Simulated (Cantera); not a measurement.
Feed: 1 mol CHF3, a varied amount of F2, 0.17 mol CH4, equilibrated at 698.15 K and 0.110 bar.

Cantera equilibrium calculation (NASA polynomials, part measured and part estimated; ideal gas, pure solids and liquids). Candidate condensed phases: C, C6H6, C7H8, C8H18; 95 gas species. Condensed phases not in the tables: fluorocarbon polymer. Gases not in the tables: C2F6 and larger saturated fluorocarbons. Equilibrium is a limit: real reactors are often held back by kinetics, nucleation or transport.

**Question.** At 2.3 mol F2, list the 4 most abundant gas species with their mole fractions, and the condensed phases.

**Answer.** HF 0.484, CF4 0.337, F2 0.178, F 0.00176. Condensed: gas only.
